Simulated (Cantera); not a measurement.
Ammonia decomposition in nitride growth gas

An isothermal, constant-pressure homogeneous reactor starts with NH3 : N2 = 1 : 0.12 (molar parts), at 1950 K and 0.0780 bar.

Model: the gas-phase N/H chemistry of the illustrative SiF4/NH3 mechanism in the Surface Chemkin manual (1991), integrated in Cantera. Walls and surfaces, which speed up NH3 decomposition in real reactors, are not modelled.

```
t (s)       x NH3    x N2H4     x NH2       x N    x N2H2      x H2
--------  -------  --------  --------  --------  --------  --------
2.00e-6     0.893    <1e-12   1.41e-6    <1e-12    <1e-12   5.68e-7
1.25e-5     0.893  4.53e-12   1.03e-5    <1e-12  8.75e-11   5.00e-6
7.87e-5     0.893  2.30e-10   6.60e-5  7.30e-12   1.17e-8   3.29e-5
0.000493    0.892   8.95e-9  0.000405   1.28e-9   7.47e-7  0.000228
0.00309     0.887   7.42e-8   0.00116   1.89e-8   7.52e-6   0.00350
0.0194      0.855   6.58e-8   0.00110   1.15e-7   7.25e-6    0.0297
0.122       0.681   4.13e-8  0.000868   4.07e-7   4.98e-6     0.167
0.763       0.224   8.89e-9  0.000403   6.34e-7   1.10e-6     0.529
4.78      0.00158  1.20e-11   1.49e-5   7.20e-7   4.12e-9     0.704
30.0      1.19e-5    <1e-12   1.67e-7   1.82e-8    <1e-12     0.705
```
x: mole fraction; the columns are a selection and need not sum to one.

Equilibrium at this temperature and pressure: NH3 5.43e-7, N2H4 <1e-12, NH2 7.64e-9, N 8.29e-10, N2H2 <1e-12, H2 0.705 (gas phase only).
